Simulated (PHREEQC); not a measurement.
Make-up at 20 °C: 0.48 mmol/kgw H2SeO3. Closed to the air; pH follows from the charge balance.

All values are PHREEQC results (ion-association model, wateq4f.dat), not measurements.

Precipitation was switched off in this run.

Problem. Estimate the pH.

Solution. pH 3.41.

Problem. In which forms is Se present?

Solution. HSeO3- 82 %, H2SeO3 18 % of the Se.
